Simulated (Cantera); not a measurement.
Input: 1 mol CsCl, 7.9 mol N2, 0.36 mol O2, equilibrated at 1500 K and 0.000280 bar.

These are equilibrium values from Cantera (NASA tables, ideal gas, pure condensed phases), not measurements of a reactor. Rates play no part.

```tsv
species	before	after
N2	0.853	0.849
CsCl	0.108	0.105
O2	0.0386	0.0369
Cl	9.99e-5	0.00232
O	4.76e-5	0.00173
Cs	9.99e-5	0.00232
NO	0.000546	0.00195
```
Gas species are given as mole fractions.

Task: What was changed between the two runs?
A. O2 from 0.36 to 7.5 mol
B. temperature from 1500 K to 1923.15 K
C. temperature from 1500 K to 1823 K
D. O2 from 0.36 to 2 mol

Result: C, temperature from 1500 K to 1823 K
